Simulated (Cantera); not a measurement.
# Hydrogen reduction and annealing atmospheres: FeS + H2 + N2

Feed: 1 mol FeS, 440 mol H2, 1.8 mol N2, at 1348 K and 0.100 bar.

Cantera equilibrium calculation (NASA polynomials, part measured and part estimated; ideal gas, pure solids and liquids). Candidate condensed phases: Fe, FeS, FeS2, S; 16 gas species. Rates play no part.

| Item | Result |
|---|---|
| x(H2) | 0.994 |
| x(N2) | 0.00407 |
| x(H2S) | 0.00225 |
| x(H) | 7.29e-6 |
| x(SH) | 7.18e-6 |
| n(Fe(γ)) | 1.000 mol |
| gas amount | 441.8 mol |
| log10 activity of S(l) (absent) | -4.59 |
